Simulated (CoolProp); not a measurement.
The numbers come from the reference Helmholtz-energy equation of state, Lemmon 2004 in CoolProp. It is a short technical equation, of lower accuracy than the large ones.

For n-dodecane, give the phase and the Joule-Thomson coefficient (K/MPa), expansivity (1/kK), viscosity (µPa s) at 620 K and 2.04 MPa.


- 620 K and 2.04 MPa: liquid; Joule-Thomson coefficient 0.922, expansivity 3.99, viscosity 68.4

Viscosity comes from a separate model (Huber 2004).
